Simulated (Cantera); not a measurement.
Silicon nitride deposition: SiHCl3 + NH3 + N2

Charge: 1 mol SiHCl3, 26 mol NH3, 1.1 mol N2, equilibrated at 0.133 bar.

Cantera equilibrium calculation (NASA polynomials, part measured and part estimated; ideal gas, pure solids and liquids). Candidate condensed phases: NH4Cl, Si, Si3N4; 28 gas species. The tables' values for SiCl, SiCl3 are old estimates; treat these amounts as uncertain. Gases not in the tables: Si2H6 and higher silanes. Equilibrium is a limit: real reactors are often held back by kinetics, nucleation or transport.

```csv
T (K),x H2,x N2,x HCl,x SiCl2,n Si3N4(s),n Si(l)
848,0.698,0.247,0.0551,1.50e-11,0.333,0
948,0.698,0.247,0.0551,8.03e-10,0.333,0
1048,0.698,0.247,0.0551,2.00e-8,0.333,0
1148,0.698,0.247,0.0551,2.81e-7,0.333,0
1248,0.698,0.247,0.0551,2.57e-6,0.333,0
1348,0.698,0.247,0.0551,1.68e-5,0.333,0
1448,0.698,0.247,0.0549,8.36e-5,0.332,0
1548,0.698,0.247,0.0544,0.000331,0.327,0
1648,0.699,0.247,0.0529,0.00105,0.314,0
1748,0.699,0.248,0.0495,0.00269,0.283,0
1848,0.700,0.249,0.0438,0.00543,0.231,0
1948,0.694,0.255,0.0414,0.00630,0,0.627
```
x: gas mole fraction; n: condensed amount in mol.

From 848 K to 1848 K the condensed part is Si3N4(s). At 1948 K the condensed part is Si(l). The main Si-bearing gas is SiCl4 at 848 K and SiCl2 at 1948 K.
